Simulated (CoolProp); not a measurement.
A Linde-Hampson liquefier for oxygen: isothermal reversible compression at 250 K from 1 atm to 20 MPa, throttling to 1 atm, return gas leaving the recuperator 10 K below the feed. Each further row changes one setting.

The numbers come from the reference Helmholtz-energy equation of state, Schmidt 1985 in CoolProp.

| case | liquid yield per pass | compression work (kJ/kg of gas) |
|---|---|---|
| as stated | 0.156 | 329 |
| high pressure 40 MPa | 0.222 | 369 |
| warm-end temperature 280 K | 0.107 | 375 |
| warm-end gap 15 K | 0.145 | 329 |
